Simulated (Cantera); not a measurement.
A closed system holds: 1 mol Ti(OiPr)4, a varied amount of H2O, 22 mol H2, equilibrated at 2200 K and 0.000320 bar.

Cantera equilibrium calculation (NASA polynomials, part measured and part estimated; ideal gas, pure solids and liquids). Candidate condensed phases: C, C6H6, C7H8, C8H18, H2O, Ti, TiC, TiO, TiO2, Ti2O3, Ti3O5, Ti4O7; 113 gas species. The feed counts by its element totals alone. Condensed phases not in the tables: Magnéli phases beyond Ti4O7. Rates play no part.

**Question.** At 16 mol H2O, list the 5 most abundant gas species with their mole fractions, and the condensed phases.

**Answer.** H2 0.520, H 0.227, CO 0.159, H2O 0.0739, TiO2 0.00854. Condensed: Ti4O7(l).
